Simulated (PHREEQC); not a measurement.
A solution holds 0.031 mol/kgw HF, 0.056 mol/kgw NH4HF2 and 1.2e-05 mol/kgw H4SiO4, at 20 °C. Closed to the air; pH follows from the charge balance.

Equilibrium calculation in PHREEQC: ion-association model, phreeqc.dat.

- pH = 2.83
- ionic strength = 0.0578 mol/kgw
- density = 1.000 g/cm³
- total alkalinity = -87.0 meq/kg

```json
[
 {"species": "HF", "molality": "0.0730", "activity": "0.0740", "log γ": "0.006"},
 {"species": "NH4+", "molality": "0.0560", "activity": "0.0443", "log γ": "-0.102"},
 {"species": "F-", "molality": "0.0455", "activity": "0.0365", "log γ": "-0.095"},
 {"species": "HF2-", "molality": "0.0122", "activity": "0.00995", "log γ": "-0.089"},
 {"species": "H+", "molality": "0.00174", "activity": "0.00148", "log γ": "-0.071"},
 {"species": "SiF6-2", "molality": "1.20e-5", "activity": "5.38e-6", "log γ": "-0.349"},
 {"species": "NH3", "molality": "1.18e-8", "activity": "1.19e-8", "log γ": "0.006"}
]
```

This is a speciation only: nothing precipitates in the calculation. Complexes and solids missing from the database can't appear. SiF6-2 is the database's only silicon fluoride.
